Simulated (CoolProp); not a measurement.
Model: reference Helmholtz-energy equation of state, Thol 2015, in CoolProp.

Question: Give the vapour pressure (MPa), liquid density (kg/m³), enthalpy of vaporisation (kJ/kg), liquid cp (kJ/(kg K)) of saturated octamethylcyclotetrasiloxane (D4) at 405.3 K.

Answer: 
| T (K) | p (MPa) | liquid density (kg/m³) | enthalpy of vaporisation (kJ/kg) | liquid cp (kJ/(kg K)) |
|---|---|---|---|---|
| 405.3 | 0.0287 | 823 | 147 | 1.89 |
